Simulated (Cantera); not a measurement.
**Equilibrium for aluminium nitride and oxide growth: Al(CH3)3 + N2O + H2**

Charge: 1 mol Al(CH3)3, 0.93 mol N2O, 31 mol H2, held at 950 K.

Method: chemical equilibrium by Gibbs-energy minimisation in Cantera with the NASA 1993 tables (ideal gas, pure condensed phases). Candidate condensed phases: Al, AlN, Al2O3, C, C6H6, C7H8, C8H18, H2O; 148 gas species. The feed counts by its element totals alone. Kinetics and transport are ignored.

| P (Pa) | x H2 | x CH4 | x N2 | x NH3 | x CO | x C2H6 | x HCN | n AlN(s) | n Al2O3(s) | n C(graphite) |
|---|---|---|---|---|---|---|---|---|---|---|
| 10 | 0.980 | 1.61e-5 | 0.0204 | 1.14e-8 | 3.96e-5 | <1e-12 | 3.16e-7 | 0.381 | 0.310 | 3.00 |
| 32 | 0.980 | 5.15e-5 | 0.0204 | 3.65e-8 | 1.83e-5 | <1e-12 | 3.16e-7 | 0.380 | 0.310 | 3.00 |
| 100 | 0.979 | 0.000161 | 0.0204 | 1.14e-7 | 8.54e-6 | 2.93e-12 | 3.16e-7 | 0.380 | 0.310 | 2.99 |
| 320 | 0.979 | 0.000514 | 0.0204 | 3.65e-7 | 3.93e-6 | 3.00e-11 | 3.16e-7 | 0.380 | 0.310 | 2.98 |
| 1000 | 0.978 | 0.00160 | 0.0205 | 1.14e-6 | 1.84e-6 | 2.92e-10 | 3.16e-7 | 0.380 | 0.310 | 2.94 |
| 3200 | 0.974 | 0.00509 | 0.0205 | 3.64e-6 | 8.49e-7 | 2.96e-9 | 3.16e-7 | 0.380 | 0.310 | 2.82 |
| 10000 | 0.964 | 0.0156 | 0.0207 | 1.12e-5 | 3.98e-7 | 2.79e-8 | 3.16e-7 | 0.380 | 0.310 | 2.44 |
| 32000 | 0.932 | 0.0466 | 0.0214 | 3.47e-5 | 1.85e-7 | 2.59e-7 | 3.15e-7 | 0.380 | 0.310 | 1.39 |
| 100000 | 0.887 | 0.0903 | 0.0222 | 0.000103 | 6.01e-8 | 1.02e-6 | 2.14e-7 | 0.380 | 0.310 | 0 |
x: gas mole fraction; n: condensed amount in mol.

From 0.0750 Torr to 240 Torr the condensed part is AlN(s) + Al2O3(s) + C(graphite). At 750 Torr the condensed part is AlN(s) + Al2O3(s).
